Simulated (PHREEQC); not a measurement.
Make-up at 85 °C: 0.00018 mol/kgw CuCl2, 2.3e-05 mol/kgw H2SO4 and 5e-05 mol/kgw NaCl. It is in equilibrium with CO2 at log p = -3.4 (atm). Otherwise closed; pH follows from the charge balance.

All values are PHREEQC results (ion-association model, phreeqc.dat), not measurements.

pH: 4.35
ionic strength: 0.000651 mol/kgw
specific conductance: 188 µS/cm
total alkalinity: -0.0460 meq/kg

```json
[
 {"species": "Cl-", "molality": "0.000408", "activity": "0.000395", "log γ": "-0.014"},
 {"species": "Cu+2", "molality": "0.000177", "activity": "0.000156", "log γ": "-0.056"},
 {"species": "Na+", "molality": "5.00e-5", "activity": "4.84e-5", "log γ": "-0.014"},
 {"species": "H+", "molality": "4.59e-5", "activity": "4.45e-5", "log γ": "-0.014"},
 {"species": "SO4-2", "molality": "2.17e-5", "activity": "1.91e-5", "log γ": "-0.057"},
 {"species": "CO2", "molality": "4.77e-6", "activity": "4.77e-6", "log γ": "0.000"},
 {"species": "CuCl+", "molality": "1.97e-6", "activity": "1.91e-6", "log γ": "-0.014"},
 {"species": "CuSO4", "molality": "8.55e-7", "activity": "8.56e-7", "log γ": "0.000"},
 {"species": "HSO4-", "molality": "4.03e-7", "activity": "3.90e-7", "log γ": "-0.014"},
 {"species": "Cu2(OH)2+2", "molality": "8.70e-8", "activity": "7.63e-8", "log γ": "-0.057"},
 {"species": "HCO3-", "molality": "4.87e-8", "activity": "4.72e-8", "log γ": "-0.014"},
 {"species": "CuOH+", "molality": "3.62e-8", "activity": "3.50e-8", "log γ": "-0.014"},
 {"species": "OH-", "molality": "7.45e-9", "activity": "7.20e-9", "log γ": "-0.014"},
 {"species": "NaSO4-", "molality": "6.56e-9", "activity": "6.35e-9", "log γ": "-0.014"}
]
```

This is a speciation only: nothing precipitates in the calculation. Constants without temperature data keep their 25 °C values here.
